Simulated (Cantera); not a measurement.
An adiabatic, constant-pressure homogeneous reactor starts with 15.9 % H₂, 17.6 % O₂, 66.5 % N₂, equivalence ratio 0.45, at 1400 K and 5.00 bar.

Cantera simulation using the H2/O2 subset of GRI-Mech 3.0, which has no nitrogen chemistry; the numbers are that mechanism's predictions, not measurements. The hydrogen kinetics of GRI-Mech 3.0 are dated; newer H2 mechanisms differ, most at raised pressure.

Question: Predict: time of steepest temperature rise; temperature at 4.00 s; equilibrium temperature; x(H₂) at 4.00 s; x(O₂) at 4.00 s; x(H₂O) at 4.00 s; x(OH) at 4.00 s; x(H₂O₂) at 4.00 s; x(O) at 4.00 s; x(H) at 4.00 s.

Answer: 
- time of steepest temperature rise: 4.43 µs
- temperature at 4.00 s: 2458 K
- equilibrium temperature: 2458 K
- x(H₂) at 4.00 s: 0.00113 (gas-phase equilibrium 0.00113)
- x(O₂) at 4.00 s: 0.102 (gas-phase equilibrium 0.102)
- x(H₂O) at 4.00 s: 0.166 (gas-phase equilibrium 0.166)
- x(OH) at 4.00 s: 0.00915 (gas-phase equilibrium 0.00915)
- x(H₂O₂) at 4.00 s: 7.65e-7 (gas-phase equilibrium 7.65e-7)
- x(O) at 4.00 s: 0.00169 (gas-phase equilibrium 0.00169)
- x(H) at 4.00 s: 0.000316 (gas-phase equilibrium 0.000316)
